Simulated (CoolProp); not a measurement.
A Linde-Hampson liquefier for ethane: isothermal reversible compression at 320 K from 1 atm to 40 MPa, throttling to 1 atm, return gas leaving the recuperator 10 K below the feed. Each further row changes one setting.

Model: reference Helmholtz-energy equation of state, Bücker 2006, in CoolProp.

```csv
case,liquid yield per pass,compression work (kJ/kg of gas)
as stated,0.446,414
high pressure 80 MPa,0.395,499
warm-end temperature 350 K,0.376,482
warm-end gap 15 K,0.439,414
```
